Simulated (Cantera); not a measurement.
What does this Cantera script print?

```python
import numpy as np
import cantera as ct

gas_names = """
    Ba BaF BaF2 BaOH BaO2H2 F FO FO2 F2 F2O H HF HOF HO2 H2 H2F2 H2O H2O2 H3F3 H4F4 H5F5 H6F6 H7F7 O OH
    O2 O3
""".split()
cond_names = """
    Ba(cr) Ba(L) BaF2(a) BaF2(b,c) BaF2(L) BaO(s) BaO(L) BaO2H2(s) BaO2H2(L) H2O(s) H2O(L)
""".split()


# ... load() reads the species with a 1 bar reference pressure and builds the phases ...
atoms = {
    'BaF2': {'Ba': 1, 'F': 2},
    'O2': {'O': 2},
    'H2': {'H': 2},
}
top_T = {}  # K; cautious upper limits of use, not melting points


# ... equilibrate(T, P, feed) seeds the gas with the atoms and calls Mixture.equilibrate('TP', solver="vcs", rtol=1e-11, max_steps=5000) ...
results = []
feed = {'BaF2': 1, 'O2': 0.44, 'H2': 0.49}  # mol
P = 100000  # Pa
for T in [1223, 1323, 1423, 1523, 1623, 1723, 1823, 1923]:
    mix = equilibrate(T, P, feed)
    results.append((T, P, feed, dict(zip(mix.species_names, mix.species_moles))))

top = {s: max(r[3][s] / sum(r[3][g] for g in gas_names) for r in results) for s in gas_names}
cols = sorted((s for s in top if top[s] > 0.0001), key=lambda s: -top[s])[:8]
seen = [c for c in cond_names if any(r[3].get(c, 0) > 1e-12 for r in results)]
print("log10 of partial pressures in bar; condensed amounts in mol")
print(f"{'T/K':>10s}" + "".join(f"{s[:9]:>10s}" for s in cols + seen))
for T, P, feed, n in results:
    ng = sum(n[g] for g in gas_names)
    print(f"{T:10.4g}" + "".join(f"{np.log10(max(n[s] / ng * P / 1e5, 1e-99)):10.3f}" for s in cols)
          + "".join(f"{n.get(c, 0):10.4g}" for c in seen))
```

It prints:

```
log10 of partial pressures in bar; condensed amounts in mol
       T/K       H2O        O2        HF      BaF2    BaO2H2        OH        H2         O   BaF2(a) BaF2(b,c)   BaF2(L) BaO2H2(L)
      1223    -0.146    -0.546    -4.185    -7.388    -4.561    -4.930    -7.565    -7.666         1         0         0 3.532e-06
      1323    -0.146    -0.546    -3.671    -6.191    -3.972    -4.405    -6.760    -6.848    0.9999         0         0         0
      1423    -0.146    -0.546    -3.214    -5.182    -3.515    -3.954    -6.067    -6.144    0.9998         0         0         0
      1523    -0.147    -0.546    -2.823    -4.322    -3.124    -3.561    -5.465    -5.531         0    0.9995         0         0
      1623    -0.149    -0.547    -2.484    -3.583    -2.785    -3.218    -4.938    -4.994         0    0.9987         0         0
      1723    -0.152    -0.548    -2.200    -2.974    -2.501    -2.916    -4.472    -4.519         0         0    0.9971         0
      1823    -0.157    -0.551    -1.953    -2.446    -2.254    -2.649    -4.059    -4.097         0         0    0.9937         0
      1923    -0.168    -0.556    -1.737    -1.979    -2.039    -2.413    -3.692    -3.720         0         0    0.9862         0
```

Equilibrium computed with Cantera from the NASA thermochemical tables; the gas is ideal and each condensed phase is pure.
